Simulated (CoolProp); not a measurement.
Vapour-liquid equilibrium of trans-2-butene (1) + acetone (2) at 6.72 bar; x and y are mole fractions of (1).

Computed with CoolProp (multi-fluid Helmholtz-energy mixture model, Lemmon 2005 and Lemmon 2006; pair parameters Bell 2016).

Q: Give the bubble temperature and the first vapour's composition at x = 0.05, 0.45, 0.95. Is there an azeotrope?

A: x = 0.05: 387.5 K, y = 0.221; x = 0.45: 348.6 K, y = 0.788; x = 0.95: 337.0 K, y = 0.968. No azeotrope shows between x = 0.05 and 0.95.

Pair parameters are fitted to limited data, so mixtures are less certain than the pure fluids.
